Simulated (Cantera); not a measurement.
A closed system holds: 1 mol SiHCl3, 420 mol H2, 0.059 mol H2O, held at 0.00190 bar.

These are equilibrium values from Cantera (NASA tables, ideal gas, pure condensed phases), not measurements of a reactor. Candidate condensed phases: H2O, Si, SiO2; 30 gas species. Mutual solubility and eutectic melting of coexisting phases are not modelled. The tables hold silica as quartz up to 1696 K and as liquid above; real silica turns to tridymite and cristobalite and melts near 1996 K. Gases not in the tables: Si2H6 and higher silanes. The numbers say what is thermodynamically allowed, not how fast it happens.

What share of the Si ends up in condensed phases as a function of T (K), at 1150, 1250, 1350, 1450, 1550, 1650, 1750, 1850, 1950, 2050, 2150, 2250, 2350?


```csv
T (K),Si condensed (%),as
1150,92.8,Si(s) + SiO2(β-quartz)
1250,89.0,Si(s)
1350,88.5,Si(s)
1450,87.9,Si(s)
1550,86.5,Si(s)
1650,79.9,Si(s)
1750,49.8,Si(l)
1850,0.0,-
1950,0.0,-
2050,0.0,-
2150,0.0,-
2250,0.0,-
2350,0.0,-
```
